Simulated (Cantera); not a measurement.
Input: 1 mol SiHCl3, 0.18 mol HCl, 52 mol H2, held at 2623.15 K and 180 Pa.

Equilibrium computed with Cantera from the NASA thermochemical tables; the gas is ideal and each condensed phase is pure. Candidate condensed phases: Si; 19 gas species. The tables' values for SiCl are old estimates; treat these amounts as uncertain. Rates play no part.

Base state: H 0.592, H2 0.355, Cl 0.0215, HCl 0.0184, Si 0.0124, SiH 6.95e-5, SiCl 4.87e-5 (mole fractions); condensed: gas only.

Task: What changes in the equilibrium state with this change: SiHCl3 replaced by (CH3)2SiCl2?

Result: 
| species | before | after |
|---|---|---|
| H | 0.592 | 0.595 |
| H2 | 0.355 | 0.358 |
| Cl | 0.0215 | 0.0142 |
| HCl | 0.0184 | 0.0122 |
| C2H2 (acetylene) | 0 | 0.00567 |
| Si | 0.0124 | 0.00908 |
| SiC2 | 0 | 0.00294 |
| C3 | 0 | 0.00144 |
| C2H | 0 | 0.000866 |
| C | 0 | 0.000438 |
| C2 | 0 | 0.000144 |
The feed counts by its element totals alone. Further candidate phases: C, C6H6, C7H8, C8H18, SiC.

Task: What changes in the equilibrium state with this change: pressure from 180 Pa to 1100 Pa?

Result: 
```tsv
species	before	after
H2	0.355	0.620
H	0.592	0.317
HCl	0.0184	0.0353
Cl	0.0215	0.0126
Si	0.0124	0.0146
SiCl2	2.51e-6	3.78e-5
SiH2	1.09e-6	1.36e-5
SiCl	4.87e-5	0.000205
SiH	6.95e-5	0.000267
```
Gases not in the tables: Si2H6 and higher silanes.

Task: What changes in the equilibrium state with this change: 1.5 mol H2O added?

Result: 
| species | before | after |
|---|---|---|
| H | 0.592 | 0.590 |
| H2 | 0.355 | 0.353 |
| Cl | 0.0215 | 0.0209 |
| Si | 0.0124 | 3.05e-6 |
| SiO | 0 | 0.0122 |
| H2O | 0 | 0.00334 |
| HCl | 0.0184 | 0.0179 |
| O | 0 | 0.00143 |
| OH | 0 | 0.00133 |
| SiCl | 4.87e-5 | 1.16e-8 |
| SiH | 6.95e-5 | 1.70e-8 |
Further candidate phases: H2O, SiO2.
